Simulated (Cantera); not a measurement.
Feed: 1 mol Cu₂O, 1.3 mol C, 0.94 mol N₂, held at 13300 Pa.

Equilibrium computed with Cantera from the NASA thermochemical tables; the gas is ideal and each condensed phase is pure. Candidate condensed phases: C, Cu, CuO, Cu₂O; 27 gas species. Kinetics and transport are ignored. All values below are at 877 °C.

Base state: CO 0.513, N₂ 0.485, CO₂ 0.00139 (mole fractions); condensed: C(graphite) + Cu(s).

Question: What changes in the equilibrium state with this change: N₂ from 0.94 to 3.2 mol?

Answer: 
```
species            before     after
----------------  -------  --------
N₂                  0.485     0.762
CO                  0.513     0.238
CO₂               0.00139  0.000297
C(graphite), mol    0.303     0.301
Cu(s), mol           2.00      2.00
```
